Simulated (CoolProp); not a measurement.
A closed Brayton cycle with dry air: compressor inlet 311.15 K and 5.1 MPa, high pressure 17.1 MPa, turbine inlet 690 K, compressor efficiency 0.8, turbine efficiency 0.93, recuperator effectiveness 0 (on enthalpy, no pinch check). Each further row changes one setting.

Values from CoolProp's reference Helmholtz-energy equation of state, Lemmon 2000. It is a pseudo-pure fit of the blend.

| case | thermal efficiency (%) | net work (kJ/kg) | compressor to turbine work | compressor exit (K) | turbine exit (K) |
|---|---|---|---|---|---|
| as stated | 13.0 | 31.0 | 0.84 | 472.5 | 507.9 |
| turbine inlet 640 K | ___ | ___ | 0.91 | 472.5 | 469.4 |
| compressor inlet 321.15 K | 11.4 | 25.3 | 0.87 | 487.5 | 507.9 |
| high pressure 14.5 MPa | 12.9 | 34.3 | 0.80 | 447.2 | 529.8 |
| recuperator effectiveness 0.5 | ___ | 31.0 | 0.84 | 472.5 | 507.9 |

Problem. Some entries are withheld; supply them.

Solution. 
- turbine inlet 640 K, thermal efficiency (%): 8.9
- turbine inlet 640 K, net work (kJ/kg): 16.4
- recuperator effectiveness 0.5, thermal efficiency (%): 14.1
